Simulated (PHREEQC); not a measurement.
Consider water at 74 °C with 0.28 mol RbCl, 0.0027 mol NaNO3 and 3.2e-06 mol CaSO4 per kg of water. Closed to the air; pH follows from the charge balance.

All values are PHREEQC results (ion-association model, wateq4f.dat), not measurements.

This is a speciation only: nothing precipitates in the calculation.

Task: What activity of water does the model give?

Result: activity of water 0.990.

Away from 25 °C the constants follow the database's enthalpies or fits; those with neither stay at their 25 °C values.
